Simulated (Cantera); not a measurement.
Charge: 1 mol HMDSO, 17 mol CO₂, at 1023.15 K and 6100 Pa.

Cantera equilibrium calculation (NASA polynomials, part measured and part estimated; ideal gas, pure solids and liquids). Candidate condensed phases: C, C₆H₆, C₇H₈, C₈H₁₈, H₂O, Si, SiC, SiO₂; 123 gas species. The feed counts by its element totals alone. Kinetics and transport are ignored.

Base state: CO 0.529, H₂ 0.221, CO₂ 0.190, H₂O 0.0605 (mole fractions); condensed: SiO₂(β-quartz).

Problem. What changes in the equilibrium state with this change: CO₂ from 17 to 0.87 mol?

Solution. 
```tsv
species	before	after
H₂	0.221	0.995
CH₄	7.16e-6	0.00453
CO	0.529	4.68e-6
CO₂	0.190	<1e-9
H₂O	0.0605	7.76e-8
SiO₂(β-quartz), mol	2.00	1.37
C(graphite), mol	0	6.20
SiC(s), mol	0	0.630
```
Mutual solubility and eutectic melting of coexisting phases are not modelled.

Problem. What changes in the equilibrium state with this change: temperature from 1023.15 K to 523.15 K?

Solution. 
| species | before | after |
|---|---|---|
| CO₂ | 0.190 | 0.577 |
| H₂O | 0.0605 | 0.382 |
| CH₄ | 7.16e-6 | 0.0226 |
| CO | 0.529 | 0.000314 |
| H₂ | 0.221 | 0.0187 |
| SiO₂(β-quartz), mol | 2.00 | 0 |
| C(graphite), mol | 0 | 10.9 |
| SiO₂(α-quartz), mol | 0 | 2.00 |
